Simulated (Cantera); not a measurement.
A closed system holds: 1 mol SiHCl₃, 710 mol H₂, held at 285 Torr.

Cantera equilibrium calculation (NASA polynomials, part measured and part estimated; ideal gas, pure solids and liquids). Candidate condensed phases: Si; 19 gas species. Gases not in the tables: Si₂H₆ and higher silanes. Rates play no part.

Q: Which condensed phases are stable at each of these points (T (°C)): 600, 700, 800, 900, 1000, 1100, 1200, 1300, 1400, 1500?

A: 
```
T (°C)  condensed phases  Si condensed (%)
------  ----------------  ----------------
600                Si(s)              28.4
700                Si(s)              57.4
800                Si(s)              84.9
900                Si(s)              94.4
1000               Si(s)              96.0
1100               Si(s)              96.2
1200               Si(s)              95.9
1300               Si(s)              95.5
1400               Si(s)              94.6
1500               Si(l)              93.5
```

From 600 °C to 1400 °C the condensed part is Si(s). At 1500 °C the condensed part is Si(l).
